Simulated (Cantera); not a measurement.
# Dilute partial oxidation

An isothermal, constant-pressure homogeneous reactor starts with 0.805 % CH3OH, 2.23 % O2, 97.0 % N2, equivalence ratio 0.54, at 1125 K and 140000 Pa.

Detailed kinetics in Cantera: GRI-Mech 3.0 (53 species, 325 reactions). GRI-Mech 3.0 was tuned for natural gas; its chemistry of methanol as a main component is partial and can be far from experiment.

```json
[
 {"t (s)": "9.00e-5", "x CH3OH": "0.00805", "x O2": "0.0223", "x NO2": "<1e-12", "x CH2CO": "<1e-12", "x N2O": "<1e-12", "x C2H2": "<1e-12", "x CO": "7.70e-10"},
 {"t (s)": "0.000506", "x CH3OH": "0.00805", "x O2": "0.0223", "x NO2": "<1e-12", "x CH2CO": "<1e-12", "x N2O": "<1e-12", "x C2H2": "<1e-12", "x CO": "4.35e-9"},
 {"t (s)": "0.00285", "x CH3OH": "0.00805", "x O2": "0.0223", "x NO2": "<1e-12", "x CH2CO": "<1e-12", "x N2O": "1.40e-12", "x C2H2": "<1e-12", "x CO": "2.48e-8"},
 {"t (s)": "0.0160", "x CH3OH": "0.00804", "x O2": "0.0223", "x NO2": "<1e-12", "x CH2CO": "<1e-12", "x N2O": "4.75e-11", "x C2H2": "<1e-12", "x CO": "1.64e-7"},
 {"t (s)": "0.0900", "x CH3OH": "<1e-12", "x O2": "0.0110", "x NO2": "1.35e-9", "x CH2CO": "<1e-12", "x N2O": "2.57e-7", "x C2H2": "<1e-12", "x CO": "0.00154"},
 {"t (s)": "0.506", "x CH3OH": "<1e-12", "x O2": "0.0102", "x NO2": "5.15e-9", "x CH2CO": "<1e-12", "x N2O": "3.89e-7", "x C2H2": "<1e-12", "x CO": "3.70e-6"},
 {"t (s)": "2.85", "x CH3OH": "<1e-12", "x O2": "0.0102", "x NO2": "6.06e-10", "x CH2CO": "<1e-12", "x N2O": "3.17e-7", "x C2H2": "<1e-12", "x CO": "1.78e-8"},
 {"t (s)": "16.0", "x CH3OH": "<1e-12", "x O2": "0.0102", "x NO2": "4.50e-10", "x CH2CO": "<1e-12", "x N2O": "9.52e-8", "x C2H2": "<1e-12", "x CO": "2.44e-10"},
 {"t (s)": "90.0", "x CH3OH": "<1e-12", "x O2": "0.0102", "x NO2": "5.13e-10", "x CH2CO": "<1e-12", "x N2O": "2.61e-9", "x C2H2": "<1e-12", "x CO": "1.79e-10"}
]
```
x: mole fraction; the columns are a selection and need not sum to one.

Equilibrium at this temperature and pressure: CH3OH <1e-12, O2 0.0102, NO2 1.68e-7, CH2CO <1e-12, N2O 2.51e-9, C2H2 <1e-12, CO 1.79e-10 (gas phase only).
